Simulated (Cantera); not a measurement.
A closed system holds: 1 mol PbO, 94 mol H₂, at 7.50 Torr.

These are equilibrium values from Cantera (NASA tables, ideal gas, pure condensed phases), not measurements of a reactor. Candidate condensed phases: H₂O, Pb, PbO, PbO₂, Pb₃O₄; 12 gas species. Equilibrium is a limit: real reactors are often held back by kinetics, nucleation or transport. All values below are at 1723 K.

Base state: H₂ 0.977, Pb 0.0105, H₂O 0.0105, H 0.00180 (mole fractions); condensed: gas only.

Q: What changes in the equilibrium state with this change: 0.69 mol CO₂ added?

A: 
```json
[
 {"species": "H₂", "before": "0.977", "after": "0.963"},
 {"species": "H₂O", "before": "0.0105", "after": "0.0176"},
 {"species": "Pb", "before": "0.0105", "after": "0.0104"},
 {"species": "CO", "before": "0", "after": "0.00717"},
 {"species": "CO₂", "before": "0", "after": "3.73e-5"},
 {"species": "H", "before": "0.00180", "after": "0.00179"}
]
```
Further candidate phases: C, C₆H₆, C₇H₈, C₈H₁₈.
